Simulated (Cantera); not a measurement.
Charge: 1 mol SiH4, 0.0075 mol C3H8, 23 mol H2, equilibrated at 2025 °C and 700 Pa.

Method: chemical equilibrium by Gibbs-energy minimisation in Cantera with the NASA 1993 tables (ideal gas, pure condensed phases). Candidate condensed phases: C, C6H6, C7H8, C8H18, Si, SiC; 87 gas species. Gases not in the tables: Si2H6 and higher silanes. The numbers say what is thermodynamically allowed, not how fast it happens.

What is the equilibrium state?


- x(H2): 0.858
- x(H): 0.106
- x(Si): 0.0338
- x(SiH): 0.000965
- x(Si2C): 0.000584
- x(Si2): 0.000168
- x(SiH2): 0.000102
- x(SiC2): 6.51e-5
- x(C2H2 (acetylene)): 5.17e-5
- gas amount: 27.45 mol
- log10 activity of Si(l) (absent): -0.59
- log10 activity of C(graphite) (absent): -0.93
